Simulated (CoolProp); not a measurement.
The numbers come from the reference Helmholtz-energy equation of state, Wu 2011 in CoolProp.

Give the vapour pressure (bar), liquid density (kg/m³), vapour density (kg/m³), surface tension (mN/m) of saturated dimethyl ether at 221.5 K.


| T (K) | p (bar) | liquid density (kg/m³) | vapour density (kg/m³) | surface tension (mN/m) |
|---|---|---|---|---|
| 221.5 | 0.266 | 771 | 0.677 | 22.9 |

Surface tension comes from a separate correlation (Mulero 2012).
